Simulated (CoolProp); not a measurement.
The fluid at 392.65 K and 0.621 MPa is throttled through a valve to 0.174 MPa with no heat exchange. The same conditions are run with several fluids, on thermodynamics alone (safety and materials aside).

Model: reference Helmholtz-energy equation of state of each fluid (C3F8 (R218): Lemmon 2006; propylene: Lemmon 2013; propane: Lemmon 2009; n-perfluoropentane: Gao 2022; C2F6 (R116): Lemmon 2006), in CoolProp.

Q: Rank C3F8 (R218), propylene, propane, n-perfluoropentane, C2F6 (R116) by temperature change (K), highest first.

A: C2F6 (R116) (-1.8), C3F8 (R218) (-2.5), propane (-3.5), propylene (-3.6), n-perfluoropentane (-4.9)

| fluid | final density (kg/m³) |
|---|---|
| C3F8 (R218) | 10.2 |
| propylene | 2.29 |
| propane | 2.40 |
| n-perfluoropentane | 16.2 |
| C2F6 (R116) | 7.44 |
